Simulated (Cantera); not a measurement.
Equilibrium for sublimation and decomposition of ceramics: Si3N4 + Si + N2

A closed system holds: 1 mol Si3N4, 0.43 mol Si, 5.9 mol N2, held at 1800 Pa.

Method: chemical equilibrium by Gibbs-energy minimisation in Cantera with the NASA 1993 tables (ideal gas, pure condensed phases). Candidate condensed phases: Si, Si3N4; 7 gas species. The tables' values for SiN are old estimates; treat these amounts as uncertain. The numbers say what is thermodynamically allowed, not how fast it happens.

```csv
T (K),x N2,x Si,x Si2,x SiN,x Si2N,n Si3N4(s),n Si(l)
1698,1.000,6.97e-6,5.80e-9,5.70e-7,1.97e-7,1.14,0
1773,1.000,5.45e-5,1.40e-7,3.51e-6,2.68e-6,1.14,0
1848,1.000,0.000349,2.42e-6,1.80e-5,2.75e-5,0,3.43
1923,0.999,0.000942,8.05e-6,3.98e-5,5.63e-5,0,3.42
1998,0.997,0.00236,2.44e-5,8.28e-5,0.000109,0,3.41
2073,0.994,0.00554,6.80e-5,0.000163,0.000200,0,3.38
2148,0.987,0.0122,0.000176,0.000305,0.000352,0,3.32
2223,0.973,0.0255,0.000428,0.000546,0.000592,0,3.20
2298,0.946,0.0509,0.000978,0.000932,0.000954,0,2.96
2373,0.898,0.0969,0.00212,0.00152,0.00147,0,2.49
2448,0.813,0.177,0.00437,0.00234,0.00215,0,1.54
2523,0.705,0.282,0.00701,0.00309,0.00243,0,0
```
x: gas mole fraction; n: condensed amount in mol.

From 1698 K to 1773 K the condensed part is Si3N4(s). From 1848 K to 2448 K the condensed part is Si(l). At 2523 K nothing is condensed. The main Si-bearing gas is Si throughout.
